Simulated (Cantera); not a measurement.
Charge: 1 mol V2O3, a varied amount of H2, held at 6.30 bar.

Method: chemical equilibrium by Gibbs-energy minimisation in Cantera with the NASA 1993 tables (ideal gas, pure condensed phases). Candidate condensed phases: H2O, V, VO, V2O3, V2O4, V2O5; 12 gas species. Mutual solubility and eutectic melting of coexisting phases are not modelled. VO: taken at fixed stoichiometry. Condensed phases not in the tables: the oxides between V2O3 and V2O5 other than VO2. Equilibrium is a limit: real reactors are often held back by kinetics, nucleation or transport.

Q: What condenses at these points (T in K, n(H2) in mol): (700, 330); (1400, 99); (700, 270); (900, 130); (800, 390); (1800, 190)?

A: 
```tsv
T (K)	n(H2) in mol	condensed phases	V condensed (%)
700	330	V2O3	100.0
1400	99	VO + V2O3	100.0
700	270	V2O3	100.0
900	130	VO + V2O3	100.0
800	390	VO + V2O3	100.0
1800	190	VO	100.0
```
